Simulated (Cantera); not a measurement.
**Thermodynamics of aluminium and copper etching, feed Cu + HF + N2**

Input: 1 mol Cu, 1 mol HF, 13 mol N2, held at 1248 K and 0.133 bar.

These are equilibrium values from Cantera (NASA tables, ideal gas, pure condensed phases), not measurements of a reactor. Candidate condensed phases: Cu, CuF2; 25 gas species. The numbers say what is thermodynamically allowed, not how fast it happens.

- x(N2) = 0.929
- x(HF) = 0.0714
- x(CuF) = 1.62e-5
- x(H2) = 8.10e-6
- n(Cu(s)) = 1.000 mol
- gas amount = 14.00 mol
- log10 activity of CuF2(l) (absent) = -6.28
